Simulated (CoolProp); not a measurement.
Vapour-liquid equilibrium of R134a (1) + R123 (2) at 12.65 °C; x and y are mole fractions of (1).

Computed with CoolProp (multi-fluid Helmholtz-energy mixture model, Tillner-Roth 1994 and Younglove 1994; pair parameters Bell 2016).

```
x     bubble pressure, mixture model (MPa)  bubble pressure, Raoult's law (MPa)  y, mixture model  y, Raoult's law
----  ------------------------------------  -----------------------------------  ----------------  ---------------
0.05                               0.08251                              0.07625                 ?            0.297
0.2                                      ?                               0.1357                 ?            0.667
0.35                                0.2224                               0.1951             0.815            0.812
0.5                                 0.2798                               0.2545                 ?            0.889
0.65                                0.3314                               0.3139                 ?            0.937
0.8                                 0.3810                               0.3733             0.954            0.970
0.95                                0.4335                               0.4328             0.988            0.993
```

Q: Complete the blanks.

A: 
- 0.05, y, mixture model: 0.341
- 0.2, bubble pressure, mixture model (MPa): 0.1566
- 0.2, y, mixture model: 0.695
- 0.5, y, mixture model: 0.878
- 0.65, y, mixture model: 0.920

The largest gap from Raoult's law is +15.4 % in bubble pressure, at x = 0.2. No azeotrope shows between x = 0.05 and 0.95.

The pair parameters rest on a limited set of measurements; away from them the model extrapolates.
